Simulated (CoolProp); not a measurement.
The numbers come from the reference Helmholtz-energy equation of state, Lemmon 2006 in CoolProp. It is a short technical equation, of lower accuracy than the large ones.

Task: For nitrous oxide, give the phase and the cp (kJ/(kg K)), cv (kJ/(kg K)) at 16.95 °C and 99.4 bar; 174.35 °C and 99.4 bar; 226.85 °C and 99.4 bar.

Result: 
- 16.95 °C and 99.4 bar: liquid; cp 2.23, cv 0.910
- 174.35 °C and 99.4 bar: supercritical; cp 1.25, cv 0.859
- 226.85 °C and 99.4 bar: supercritical; cp 1.20, cv 0.882
